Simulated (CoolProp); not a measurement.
Saturation properties of R1234ze(E) (Tc = 109.4 °C, pc = 3.635 MPa, ω = 0.313).

Computed with CoolProp (reference Helmholtz-energy equation of state, Thol 2016).

```tsv
T (°C)	p (MPa)	liquid cp (kJ/(kg K))	vapour Z	surface tension (mN/m)	liquid conductivity (mW/(m K))
-62.45	0.009469	1.229	0.9929	26.6	108
-41.15	0.03454	1.250	0.9810	20.6	98.9
-19.85	0.09751	1.281	0.9594	16.0	90.5
1.45	0.2284	1.322	0.9255	12.4	82.5
22.65	0.4640	1.378	0.8776	9.25	75.0
43.95	0.8522	1.462	0.8127	6.42	67.9
65.25	1.445	1.602	0.7263	3.87	61.2
86.55	2.305	1.944	0.6069	1.66	54.9
```

It boils at -19.0 °C under 1 atm.

Thermal conductivity comes from a separate model (Perkins 2011). Surface tension comes from a separate correlation (Mulero 2014).
